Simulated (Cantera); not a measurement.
Charge: 1 mol SiCl4, 20 mol NH3.

Equilibrium computed with Cantera from the NASA thermochemical tables; the gas is ideal and each condensed phase is pure. Candidate condensed phases: NH4Cl, Si, Si3N4; 28 gas species. The tables' values for SiCl3 are old estimates. Rates play no part.

Task: What condenses at these points (T in K, P in Pa): (1675, 140); (1900, 5); (1525, 140); (1450, 19000); (1450, 710); (1675, 19000)?

Result: 
```
T (K)  P in Pa  condensed phases  Si condensed (%)
-----  -------  ----------------  ----------------
1675       140                Si              21.6
1900         5          gas only               0.0
1525       140             Si3N4              56.5
1450     19000             Si3N4              98.7
1450       710             Si3N4              91.9
1675     19000             Si3N4              84.8
```
